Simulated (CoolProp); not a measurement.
Properties of propane along the isotherm -22.05 °C.

Model: reference Helmholtz-energy equation of state, Lemmon 2009, in CoolProp.

```json
[
 {"p (MPa)": "0.236", "phase": "liquid", "density (kg/m³)": "[?]", "cp (kJ/(kg K))": "[?]"},
 {"p (MPa)": "0.472", "phase": "liquid", "density (kg/m³)": "557.3", "cp (kJ/(kg K))": "2.347"},
 {"p (MPa)": "0.709", "phase": "liquid", "density (kg/m³)": "[?]", "cp (kJ/(kg K))": "2.345"},
 {"p (MPa)": "0.945", "phase": "liquid", "density (kg/m³)": "558.0", "cp (kJ/(kg K))": "[?]"},
 {"p (MPa)": "1.18", "phase": "liquid", "density (kg/m³)": "558.4", "cp (kJ/(kg K))": "2.341"},
 {"p (MPa)": "1.42", "phase": "liquid", "density (kg/m³)": "558.7", "cp (kJ/(kg K))": "2.339"},
 {"p (MPa)": "1.65", "phase": "liquid", "density (kg/m³)": "559.0", "cp (kJ/(kg K))": "2.337"},
 {"p (MPa)": "1.89", "phase": "liquid", "density (kg/m³)": "[?]", "cp (kJ/(kg K))": "[?]"},
 {"p (MPa)": "2.13", "phase": "liquid", "density (kg/m³)": "559.7", "cp (kJ/(kg K))": "2.333"}
]
```

Problem. Fill in the missing entries.

Solution. 
- 0.236, density (kg/m³): 557.0
- 0.236, cp (kJ/(kg K)): 2.349
- 0.709, density (kg/m³): 557.7
- 0.945, cp (kJ/(kg K)): 2.343
- 1.89, density (kg/m³): 559.4
- 1.89, cp (kJ/(kg K)): 2.335
